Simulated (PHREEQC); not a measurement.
Solution (33 °C): 1.5 mmol/kgw CuSO4 and 0.042 mmol/kgw CuCl2. Closed to the air; pH follows from the charge balance.

Equilibrium calculation in PHREEQC: ion-association model, wateq4f.dat.

No solid was allowed to form.

Task: Predict the pH.

Result: pH 5.17.

Task: In which forms is Cu present?

Result: Cu+2 86 %, CuSO4 13 % of the Cu.
